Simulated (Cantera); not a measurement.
Charge: 1 mol MgO, 0.41 mol SO₃, 3.3 mol N₂, equilibrated at 52.5 Torr.

These are equilibrium values from Cantera (NASA tables, ideal gas, pure condensed phases), not measurements of a reactor. Candidate condensed phases: Mg, MgO, MgS, MgSO₄, S; 22 gas species. Rates play no part.

log p: log10 of the partial pressure in bar; n: condensed amount in mol.

| T (K) | log p N₂ | log p SO₂ | log p O₂ | log p NO | log p SO₃ | log p O | n MgO(s) |
|---|---|---|---|---|---|---|---|
| 1225 | -1.23 | -2.14 | -2.44 | -5.07 | -4.04 | -8.60 | 1.00 |
| 1275 | -1.23 | -2.14 | -2.44 | -4.92 | -4.20 | -8.17 | 1.00 |
| 1325 | -1.23 | -2.14 | -2.44 | [?] | [?] | [?] | 1.00 |
| 1375 | -1.23 | -2.14 | -2.44 | -4.65 | -4.48 | -7.42 | 1.00 |
| 1425 | -1.23 | -2.14 | -2.44 | -4.52 | -4.61 | -7.08 | 1.00 |
| 1475 | -1.23 | -2.14 | -2.44 | -4.41 | -4.73 | -6.76 | 1.00 |
| 1525 | -1.23 | -2.14 | -2.44 | [?] | [?] | [?] | 1.00 |
| 1575 | -1.23 | -2.14 | -2.44 | -4.20 | -4.94 | -6.19 | 1.00 |
| 1625 | -1.23 | -2.14 | -2.44 | -4.11 | -5.04 | -5.93 | 1.00 |
| 1675 | -1.23 | -2.14 | -2.44 | -4.02 | -5.13 | -5.69 | 1.00 |

Q: Fill in the missing entries.

A: 
- 1325, log p NO: -4.78
- 1325, log p SO₃: -4.34
- 1325, log p O: -7.78
- 1525, log p NO: -4.30
- 1525, log p SO₃: -4.84
- 1525, log p O: -6.47
